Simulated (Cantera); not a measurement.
A closed system holds: 1 mol Si₂Cl₆, 37 mol NH₃, 1.7 mol N₂, at 0.220 bar.

These are equilibrium values from Cantera (NASA tables, ideal gas, pure condensed phases), not measurements of a reactor. Candidate condensed phases: NH₄Cl, Si, Si₃N₄; 28 gas species. The feed counts by its element totals alone. The numbers say what is thermodynamically allowed, not how fast it happens.

Over these rows the condensed part is Si₃N₄(s). Partial pressures as log10 of bar:

```tsv
T (K)	1000/T (1/K)	log p SiCl₂	log p H₂	log p N₂	log p HCl
1125	0.8889	-7.29	-0.83	-1.27	-1.77
1225	0.8163	-6.29	-0.83	-1.27	-1.77
1325	0.7547	-5.44	-0.83	-1.27	-1.77
1425	0.7018	?	-0.83	-1.27	-1.77
1525	0.6557	-4.10	-0.83	-1.27	-1.77
1625	0.6154	-3.58	-0.83	-1.27	-1.78
```

Q: Fit log p(SiCl₂) = a + b·(1000/T) to the five rows, give the apparent enthalpy, and predict the row at 1425 K.

A: Means: 1000/T = 0.7462, log p = -5.340. Sxy = -0.688138, Sxx = 0.0506484, so b = -13.59 and a = -5.340 − (-13.59)×0.7462 = 4.80.
Apparent enthalpy: −19.145 × (-13.59) = 260 kJ/mol. With the condensed phases at unit activity, 1/3 Si₃N₄(s) + 2 HCl(g) = SiCl₂(g) + H₂(g) + 2/3 N₂(g) links this pressure to the main gases: over the six rows their terms move log p by -0.02 in all, so the slope is close to that reaction's ΔH°. The five rows lie within 0.02 of the line.
Prediction at 1425 K: 4.80 + (-13.59)×0.7018 = -4.74. The computed value is -4.72, 0.02 from the line.
